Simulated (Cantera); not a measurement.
A closed system holds: 1 mol Si, 0.52 mol NF3, 34 mol N2, held at 775 K and 0.280 bar.

These are equilibrium values from Cantera (NASA tables, ideal gas, pure condensed phases), not measurements of a reactor. Candidate condensed phases: Si, Si3N4; 16 gas species. Equilibrium is a limit: real reactors are often held back by kinetics, nucleation or transport.

Base state: N2 0.989, SiF4 0.0114 (mole fractions); condensed: Si3N4(s).

Task: What changes in the equilibrium state with this change: NF3 from 0.52 to 3.7 mol?

Result: 
```tsv
species	before	after
N2	0.989	0.903
NF3	<1e-9	0.0430
F2	<1e-9	0.0262
SiF4	0.0114	0.0258
F	<1e-9	0.00171
Si3N4(s), mol	0.203	0
```
